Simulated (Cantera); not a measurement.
Input: 1 mol FeS₂, 0.64 mol O₂, held at 700 K and 1.00 bar.

Method: chemical equilibrium by Gibbs-energy minimisation in Cantera with the NASA 1993 tables (ideal gas, pure condensed phases). Candidate condensed phases: Fe, FeO, FeS, FeSO₄, FeS₂, Fe₂O₃, Fe₂(SO₄)₃, Fe₃O₄, S; 12 gas species. Kinetics and transport are ignored.

Question: What is the equilibrium state?

Answer: 
```
Property                                  Value
-----------------------------------  ----------
x(SO₂)                                    1.000
x(S₂)                                   9.72e-5
x(S₂O)                                  7.00e-5
n(FeS₂(s))                            0.767 mol
n(Fe₂O₃(s))                           0.116 mol
gas amount                           0.4655 mol
log10 activity of FeSO₄(s) (absent)       -0.45
log10 activity of S(l) (absent)           -1.17
log10 activity of Fe(α) (absent)          -7.88
```
